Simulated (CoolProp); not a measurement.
Vapour-liquid equilibrium of carbon dioxide (1) + R143a (2) at 250 K; x and y are mole fractions of (1).

Model: multi-fluid Helmholtz-energy mixture model, Span 1996 and Lemmon and Jacobsen 2000; pair parameters Bell 2016, in CoolProp.

| x | bubble pressure, mixture model (bar) | bubble pressure, Raoult's law (bar) | y, mixture model | y, Raoult's law |
|---|---|---|---|---|
| 0.05 | 3.417 | 3.557 | 0.205 | 0.251 |
| 0.125 | 4.479 | 4.686 | 0.428 | 0.476 |
| 0.2 | 5.667 | 5.814 | 0.578 | 0.614 |
| 0.275 | 6.922 | 6.942 | ___ | 0.707 |
| 0.35 | 8.191 | 8.071 | 0.751 | 0.774 |
| 0.425 | 9.436 | 9.199 | 0.802 | 0.825 |
| 0.5 | 10.63 | 10.33 | 0.841 | 0.864 |
| 0.575 | 11.77 | 11.46 | 0.872 | 0.896 |
| 0.65 | ___ | 12.58 | 0.898 | 0.922 |
| 0.725 | ___ | 13.71 | 0.921 | 0.944 |
| 0.8 | 14.94 | 14.84 | 0.942 | 0.962 |
| 0.875 | 15.99 | 15.97 | 0.963 | 0.978 |
| 0.95 | 17.09 | 17.10 | 0.985 | 0.992 |

### Question
Some entries are withheld; supply them.

### Answer

- 0.275, y, mixture model: 0.680
- 0.65, bubble pressure, mixture model (bar): 12.85
- 0.725, bubble pressure, mixture model (bar): 13.90

The largest gap from Raoult's law is -4.4 % in bubble pressure, at x = 0.125. No azeotrope shows between x = 0.05 and 0.95.

The pair parameters rest on a limited set of measurements; away from them the model extrapolates. The gap from Raoult's law changes sign with composition, which may be real or a fault of the pair parameters; it wasn't checked against measurements.
